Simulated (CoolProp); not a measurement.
Model: reference Helmholtz-energy equation of state, Wagner 2002, in CoolProp.

Q: Give the vapour pressure (MPa), liquid density (kg/m³), vapour Z, liquid viscosity (µPa s) of saturated water at 382.9, 412.8 K.

A: 
```
T (K)  p (MPa)  liquid density (kg/m³)  vapour Z  liquid viscosity (µPa s)
-----  -------  ----------------------  --------  ------------------------
382.9    0.142                     951     0.981                       255
412.8    0.358                     926     0.964                       197
```

Viscosity comes from a separate model (Huber 2009).
